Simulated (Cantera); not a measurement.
Input (Python, Cantera):

```python
import numpy as np
import cantera as ct

gas = ct.Solution("gri30.yaml", transport_model="mixture-averaged")
show = ['N2', 'CH4', 'CH3']

rows = []
print(f"{'T/K':>7s}{'rho':>11s}{'cp':>10s}{'mu':>11s}{'lambda':>11s}{'Pr':>7s}" + "".join(f"{'D_' + s:>11s}" for s in show))
for T in [400, 650, 900, 1150, 1400, 1650, 1900, 2150]:
    gas.TPX = T, 170, {'NO': 0.94}
    Pr = gas.cp_mass * gas.viscosity / gas.thermal_conductivity
    D = [gas.mix_diff_coeffs_mole[gas.species_index(s)] for s in show]
    rows.append([gas.density, gas.cp_mass, gas.viscosity, gas.thermal_conductivity, Pr, *D])
    print(f"{T:7g}{gas.density:11.4e}{gas.cp_mass:10.1f}{gas.viscosity:11.4e}"
          f"{gas.thermal_conductivity:11.4e}{Pr:7.3f}" + "".join(f"{d:11.4e}" for d in D))
print("SI units: kg/m3, J/kg/K, Pa s, W/m/K, m2/s")
```

It prints:

```
    T/K        rho        cp         mu     lambda     Pr       D_N2      D_CH4      D_CH3
    400 1.5338e-03     998.6 2.3120e-05 3.2415e-02  0.712 2.0191e-02 2.1980e-02 2.2079e-02
    650 9.4386e-04    1054.2 3.2312e-05 4.8223e-02  0.706 4.6162e-02 5.0683e-02 5.0936e-02
    900 6.8168e-04    1113.9 4.0086e-05 6.3038e-02  0.708 7.9667e-02 8.7755e-02 8.8208e-02
   1150 5.3349e-04    1153.1 4.7043e-05 7.6728e-02  0.707 1.1986e-01 1.3223e-01 1.3293e-01
   1400 4.3822e-04    1181.0 5.3449e-05 8.9432e-02  0.706 1.6619e-01 1.8349e-01 1.8446e-01
   1650 3.7183e-04    1202.5 5.9446e-05 1.0130e-01  0.706 2.1825e-01 2.4107e-01 2.4236e-01
   1900 3.2290e-04    1218.7 6.5123e-05 1.1247e-01  0.706 2.7572e-01 3.0464e-01 3.0627e-01
   2150 2.8535e-04    1230.8 7.0538e-05 1.2304e-01  0.706 3.3836e-01 3.7391e-01 3.7592e-01
SI units: kg/m3, J/kg/K, Pa s, W/m/K, m2/s
```

Cantera simulation using GRI-Mech 3.0 (53 species, 325 reactions); the numbers are that mechanism's predictions, not measurements. The composition is frozen, though it would react at the higher temperatures.
